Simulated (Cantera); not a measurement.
Charge: 1 mol CH3SiH3, 0.24 mol CH4, 640 mol H2, 0.12 mol C2H4, at 0.0170 bar.

These are equilibrium values from Cantera (NASA tables, ideal gas, pure condensed phases), not measurements of a reactor. Candidate condensed phases: C, C6H6, C7H8, C8H18, Si, SiC; 87 gas species. The feed counts by its element totals alone. Equilibrium is a limit: real reactors are often held back by kinetics, nucleation or transport.

At 2023 K, list the 4 most abundant gas species with their mole fractions, and the condensed phases.

H2 0.985, H 0.0145, C2H2 (acetylene) 0.000513, Si 0.000261. Condensed: SiC(s).
